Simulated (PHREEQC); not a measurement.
Solution (60 °C): 0.0093 mol/kgw HF, 0.00017 mol/kgw NaF and 0.0052 mol/kgw HCl. Closed to the air; pH follows from the charge balance.

Model: ion-association model, wateq4f.dat, run in PHREEQC.

No solid was allowed to form.

**Question.** Order these F species by the share of F that they hold, largest first: F-, HF2-, HF, H2F2.

**Answer.** HF (92 %), F- (6.5 %), H2F2 (1.1 %), HF2- (0.50 %)

The pH is 2.28 and the ionic strength 0.00584 mol/kgw. Away from 25 °C the constants follow the database's enthalpies or fits; those with neither stay at their 25 °C values.
